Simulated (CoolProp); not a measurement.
Fluorine along the isotherm 131.5 K: fugacity coefficient from the reference equation and from simpler models built on Tc = 144.4 K, pc = 52.40 bar, ω = 0.045; each cubic takes its own stable root.

Values from CoolProp's reference Helmholtz-energy equation of state, de Reuck 1990.

| p (bar) | phase | reference |
|---|---|---|
| 0.249 | gas | 0.9979 |
| 0.442 | gas | 0.9963 |
| 0.786 | gas | 0.9934 |
| 1.4 | gas | 0.9883 |
| 2.49 | gas | 0.9792 |
| 4.42 | gas | 0.9632 |
| 7.86 | gas | 0.9346 |
| 14 | gas | 0.8837 |
| 24.9 | gas | 0.7926 |
| 44.2 | liquid | 0.5271 |
| 78.6 | liquid | 0.3298 |

Q: How far does each simpler model (van der Waals, Redlich-Kwong) lie from the reference over these 11 states: mean and median of the absolute difference, and the worst?

A: 
- van der Waals: mean 4.6 %, median 0.6 %, worst +23.8 % at 131.5 K and 78.6 bar
- Redlich-Kwong: mean 0.5 %, median 0.0 %, worst +2.7 % at 131.5 K and 78.6 bar
